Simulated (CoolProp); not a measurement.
Vapour-liquid equilibrium of R113 (1) + n-hexane (2) at 322.3 K; x and y are mole fractions of (1).

The numbers come from the multi-fluid Helmholtz-energy mixture model, Marx 1992 and Thol 2019; pair parameters Bell 2016 in CoolProp.

### Question
Give the bubble pressure and the first vapour's composition at x = 0.05, 0.35, 0.45. Is there an azeotrope?

### Answer
x = 0.05: 0.05693 MPa, y = 0.122; x = 0.35: 0.07808 MPa, y = 0.539; x = 0.45: 0.08358 MPa, y = 0.625. No azeotrope shows between x = 0.05 and 0.95.

The pair parameters rest on a limited set of measurements; away from them the model extrapolates.
